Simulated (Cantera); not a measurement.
Cantera run, input and output.

```python
import numpy as np
import cantera as ct

gas = ct.Solution("gri30.yaml")
gas.TPX = 1223, 51, {'C2H6': 1, 'N2': 25}
reactor = ct.IdealGasConstPressureReactor(gas, energy="off", clone=False)
net = ct.ReactorNet([reactor])
net.rtol, net.atol = 1e-08, 1e-18
show = ['C2H6', 'CH4', 'C2H2', 'C2H', 'H', 'H2']
times = np.geomspace(0.0005, 20, 10)

steps = ct.SolutionArray(gas, extra=["t"])
rows = []
print(f"{'t/s':>10s}{'T/K':>9s}{'P/Pa':>11s}" + "".join(f"{s:>11s}" for s in show))
for t in times:
    while net.time < t:
        t_next = net.step()
        steps.append(gas.state, t=t_next)
    rows.append([np.interp(t, steps.t, y) for y in (steps.T, steps.P, *steps(*show).X.T)])
    print(f"{t:10.3e}{rows[-1][0]:9.1f}{rows[-1][1]:11.4g}" + "".join(f"{x:11.3e}" for x in rows[-1][2:]))
rate = np.gradient(steps.T, steps.t)
print("integrator steps:", len(steps.t))
if steps.T.max() > steps.T[0] + 200:
    print(f"time of steepest temperature rise: {steps.t[rate.argmax()]:.4e} s")
gas.TPX = 1223, 51, {'C2H6': 1, 'N2': 25}
gas.equilibrate("TP")
print(f"equilibrium (TP): T = {gas.T:.1f} K  " + "  ".join(f"{s} {gas[s].X[0]:.3e}" for s in show))
```

Output:

```
       t/s      T/K       P/Pa       C2H6        CH4       C2H2        C2H          H         H2
 5.000e-04   1223.0         51  3.846e-02  7.713e-10  6.261e-19  4.904e-32  5.436e-11  9.112e-12
 1.623e-03   1223.0         51  3.846e-02  8.096e-09  6.261e-17  1.202e-28  4.903e-10  1.918e-10
 5.268e-03   1223.0         51  3.846e-02  8.487e-08  7.024e-15  6.934e-25  8.111e-09  9.334e-09
 1.710e-02   1223.0         51  3.845e-02  8.811e-07  1.320e-12  5.443e-21  1.104e-07  4.395e-07
 5.550e-02   1223.0         51  3.839e-02  8.839e-06  7.130e-10  9.476e-17  1.191e-06  1.633e-05
 1.802e-01   1223.0         51  3.782e-02  8.420e-05  3.947e-07  7.881e-13  6.868e-06  3.929e-04
 5.848e-01   1223.0         51  3.345e-02  8.582e-04  4.438e-05  4.383e-11  1.600e-05  3.616e-03
 1.898e+00   1223.0         51  1.534e-02  6.371e-03  1.491e-03  6.435e-10  3.221e-05  1.690e-02
 6.162e+00   1223.0         51  8.218e-04  1.294e-02  9.487e-03  1.616e-09  2.448e-05  3.257e-02
 2.000e+01   1223.0         51  3.354e-05  1.312e-02  1.575e-02  5.669e-10  6.237e-06  3.927e-02
integrator steps: 917
equilibrium (TP): T = 1223.0 K  C2H6 1.923e-11  CH4 3.936e-05  C2H2 1.483e-02  C2H 1.686e-10  H 3.580e-06  H2 7.137e-02
```

Cantera simulation using GRI-Mech 3.0 (53 species, 325 reactions); the numbers are that mechanism's predictions, not measurements. GRI-Mech 3.0 stops at C3 and has no aromatics, soot or wall deposition, so with more carbon than oxygen in the feed, carbon stays in small species such as C2H2 where larger ones or solid carbon would form. Radical loss at walls, strong at low pressure, is not modelled.
